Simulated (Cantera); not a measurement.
A closed system holds: 1 mol Fe2O3, 2.5 mol H2, 0.68 mol CO2, held at 1.90 bar.

Method: chemical equilibrium by Gibbs-energy minimisation in Cantera with the NASA 1993 tables (ideal gas, pure condensed phases). Candidate condensed phases: C, C6H6, C7H8, C8H18, Fe, Fe(CO)5, FeO, Fe(OH)2, Fe(OH)3, Fe2O3, Fe3O4, H2O; 114 gas species. The tables' stoichiometric FeO is somewhat more stable than real wüstite, so its field is too wide. FeO: taken at fixed stoichiometry. Kinetics and transport are ignored.

Q: At 1800 K, list the 6 most abundant gas species with their mole fractions, and the condensed phases.

A: H2O 0.469, H2 0.317, CO 0.154, CO2 0.0596, H 0.000146, Fe(OH)2 6.76e-5. Condensed: FeO(l).
